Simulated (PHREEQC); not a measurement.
Model water analysis in mg/L, 70 °C, pH 2.83, pe 12.8:

```csv
constituent,mg/L
Na,74.9
K,41.8
Ca,233
Mg,14.5
Cl,55.6
S(6) as SO4,908
Mn(2),8.15
Sr,0.391
Br,0.383
```

Valence states are taken as typed.

Computed with PHREEQC (ion-association model, phreeqc.dat).

Q: The ionic strength comes out as 0.0253 mol/kgw. What activity coefficients do Mn+2, Sr+2, SO4-2, H+, Na+ get?

A: Mn+2 0.54, Sr+2 0.53, SO4-2 0.52, H+ 0.87, Na+ 0.85.

No solid was allowed to form. Away from 25 °C the constants follow the database's enthalpies or fits; those with neither stay at their 25 °C values.
